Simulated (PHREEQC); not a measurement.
Dissolve 0.0016 mol/kgw HF, 0.0025 mol/kgw H2SiF6, 0.0019 mol/kgw H3PO4 and 0.058 mol/kgw HNO3 at 88 °C and 500 atm. Closed to the air; pH follows from the charge balance.

The numbers come from PHREEQC with the ion-association model, phreeqc.dat.

```csv
quantity,before,after
pH,1.31,1.97
H3PO4 (mol/kgw),0.00169,0.000252
H2PO4- (mol/kgw),0.000209,0.000128
F- (mol/kgw),0.000107,8.60e-5
HF2- (mol/kgw),6.15e-6,9.87e-7
```

Problem. Which change was made?
(A) HF left out
(B) temperature from 88 to 55 °C
(C) diluted 5-fold with water
(D) H2SiF6 left out
(E) diluted 2-fold with water

Solution. C, diluted 5-fold with water

No solid was allowed to form. Some of these states are supersaturated (in Quartz (slow to form), Chalcedony (slow to form), for instance). Under pressure, the constants of complexes without a molar volume in the database are unreliable. Constants without temperature data keep their 25 °C values here. SiF6-2 is the database's only silicon fluoride.
